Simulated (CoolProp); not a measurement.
Vapour-liquid equilibrium of CH2F2 (R32) (1) + R143a (2) at 288.7 K; x and y are mole fractions of (1).

Computed with CoolProp (multi-fluid Helmholtz-energy mixture model, Tillner-Roth 1997 and Lemmon and Jacobsen 2000; pair parameters Bell 2016).

```csv
x,"bubble pressure, mixture model (MPa)","bubble pressure, Raoult's law (MPa)","y, mixture model","y, Raoult's law"
0.05,1.011,0.9947,0.072,0.065
0.15,1.070,1.027,0.202,0.190
0.25,1.122,1.059,0.315,0.307
0.35,1.168,1.091,0.417,0.417
0.45,1.207,1.124,0.511,0.521
0.55,1.240,1.156,0.599,0.619
0.65,1.266,1.188,0.685,0.712
0.75,1.286,1.220,0.770,0.800
0.85,1.298,1.253,0.857,0.883
0.95,1.302,1.285,0.950,0.962
```

The largest gap from Raoult's law is +7.4 % in bubble pressure, at x = 0.45. y crosses x between x = 0.85 and 0.95: the model has an azeotrope there.

Pair parameters are fitted to limited data, so mixtures are less certain than the pure fluids.
